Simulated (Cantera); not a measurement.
Charge: 1 mol AlCl₃, 11 mol O₂, 50 mol N₂, at 60.0 Pa.

Method: chemical equilibrium by Gibbs-energy minimisation in Cantera with the NASA 1993 tables (ideal gas, pure condensed phases). Candidate condensed phases: Al, AlCl₃, AlN, Al₂O₃; 24 gas species. Kinetics and transport are ignored. All values below are at 1748 K.

Base state: N₂ 0.789, O₂ 0.160, Cl 0.0473, NO 0.00302, O 0.00120, Cl₂ 2.23e-5 (mole fractions); condensed: Al₂O₃(s).

**Question.** What changes in the equilibrium state with this change: pressure from 60.0 Pa to 1.00 bar?

**Answer.** 
```csv
species,before,after
N₂,0.789,0.798
O₂,0.160,0.162
Cl,0.0473,0.0257
Cl₂,2.23e-5,0.0110
AlCl₃,1.69e-8,2.86e-5
O,0.00120,2.95e-5
ClO,8.67e-6,0.000194
NO,0.00302,0.00306
"Al₂O₃(s), mol",0.500,0.499
```

**Question.** What changes in the equilibrium state with this change: AlCl₃ replaced by Al?

**Answer.** 
| species | before | after |
|---|---|---|
| N₂ | 0.789 | 0.828 |
| O₂ | 0.160 | 0.168 |
| NO | 0.00302 | 0.00317 |
| Cl | 0.0473 | 0 |
| Cl₂ | 2.23e-5 | 0 |
| O | 0.00120 | 0.00123 |
| Al₂O₃(s), mol | 0.500 | 0.500 |
